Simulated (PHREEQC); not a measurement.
A solution holds 2.1 mmol/kgw Cu(NO3)2 and 1.2 mmol/kgw NaHF2, at 82 °C. Closed to the air; pH follows from the charge balance.

All values are PHREEQC results (ion-association model, phreeqc.dat), not measurements.

### Question
The ionic strength comes out as 0.00759 mol/kgw. What activity coefficients do Cu+2, F-, Na+, H+, CuF+ get?

### Answer
Cu+2 0.68, F- 0.90, Na+ 0.90, H+ 0.91, CuF+ 0.90.

Precipitation was switched off in this run. Complexes and solids missing from the database can't appear. Constants without temperature data keep their 25 °C values here.
